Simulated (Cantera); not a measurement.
Source: NASA polynomial tables (part measured, part estimated), evaluated in Cantera. Values are per mole of reaction as written; species without (g) are pure solids or liquids, kept so even where they would boil at 1 bar.

Problem. Between 450 and 1200 K, where is each reaction favourable under standard conditions?
- 2 C + Si(g) → SiC2(g)

Solution. 
- 2 C + Si(g) → SiC2(g): ΔG° is 139 kJ at 450 K and 96 kJ at 1200 K; it stays positive (K < 1). ΔH° is 163 kJ and ΔS° 56 J/K at 1200 K.
